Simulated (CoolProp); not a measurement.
Vapour-liquid equilibrium of R1234yf (1) + R134a (2) at 266 K; x and y are mole fractions of (1).

Values from CoolProp's multi-fluid Helmholtz-energy mixture model, Lemmon 2022 and Tillner-Roth 1994; pair parameters Bell 2022.

**Question.** Give the bubble pressure and the first vapour's composition at x = 0.125, 0.35, 0.5. Is there an azeotrope?

**Answer.** x = 0.125: 2.341 bar, y = 0.156; x = 0.35: 2.458 bar, y = 0.385; x = 0.5: 2.500 bar, y = 0.521. y crosses x between x = 0.65 and 0.725: the model has an azeotrope there.

Pair parameters are fitted to limited data, so mixtures are less certain than the pure fluids.
